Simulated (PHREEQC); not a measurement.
A solution holds 190 mmol/kgw CdCl2, at 20 °C. Closed to the air; pH follows from the charge balance.

Equilibrium calculation in PHREEQC: ion-association model, phreeqc.dat.

This is a speciation only: nothing precipitates in the calculation.

Q: Order these Cl species by the share of Cl that they hold, largest first: CdCl2, CdCl3-, Cl-, CdCl+.

A: Cl- (44 %), CdCl+ (31 %), CdCl2 (22 %), CdCl3- (3.2 %)

Q: Order these Cd species by the share of Cd that they hold, largest first: CdCl+, CdCl3-, Cd+2, CdCl2.

A: CdCl+ (63 %), CdCl2 (22 %), Cd+2 (13 %), CdCl3- (2.1 %)

The pH is 5.29 and the ionic strength 0.195 mol/kgw. Complexes and solids missing from the database can't appear.
